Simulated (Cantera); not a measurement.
Premixed flame

A freely propagating, adiabatic, planar premixed flame of CH4 : O2 : N2 = 1 : 2.17 : 8.91 (molar parts), equivalence ratio 0.92, unburnt at 475 K and 0.133 bar; mixture-averaged transport, grid criteria slope 0.08 and curve 0.16, no radiation.

Cantera simulation using GRI-Mech 3.0 (53 species, 325 reactions); the numbers are that mechanism's predictions, not measurements. Burning velocities carry a grid error of a few per cent, more on coarse grids.

```
z (mm)  T (K)  u (m/s)     x CH4    x O2     x NO    x CH2O    x C2H       x H
------  -----  -------  --------  ------  -------  --------  -------  --------
-7.02     475     1.07    0.0827   0.180    <1e-8     <1e-8    <1e-8     <1e-8
-4.68     475     1.08    0.0826   0.179    <1e-8   3.40e-7    <1e-8     <1e-8
-3.51     478     1.08    0.0823   0.179    <1e-8   3.04e-6    <1e-8   1.42e-7
-2.34     509     1.16    0.0802   0.177  2.59e-8   3.45e-5    <1e-8   1.05e-5
-1.17     816     1.88    0.0618   0.154  4.51e-7  0.000278    <1e-8  0.000442
-0.585   1192     2.78    0.0360   0.119  1.28e-6  0.000725    <1e-8   0.00158
0        1563     3.68   0.00977  0.0749  2.94e-6  0.000670  4.72e-8   0.00469
0.585    1716     4.05  0.000960  0.0476  5.06e-6  0.000131  4.02e-8   0.00873
1.17     1748     4.12   5.15e-5  0.0374  6.42e-6   8.16e-6    <1e-8    0.0112
2.34     1773     4.16   1.28e-7  0.0320  7.71e-6   2.11e-8    <1e-8    0.0127
4.68     1802     4.21     <1e-8  0.0297  9.29e-6     <1e-8    <1e-8    0.0125
9.36     1843     4.29     <1e-8  0.0283  1.21e-5     <1e-8    <1e-8    0.0107
18.7     1899     4.40     <1e-8  0.0267  1.73e-5     <1e-8    <1e-8   0.00804
```
x: mole fraction of selected species; z is measured from the peak of heat release.

```yaml
laminar_burning_velocity: 107 cm/s
thermal_thickness: 2.34 mm
peak x(CH2O): 0.000836
peak x(C2H): 7.31e-8
peak x(H): 0.0129
grid_points: 167
```
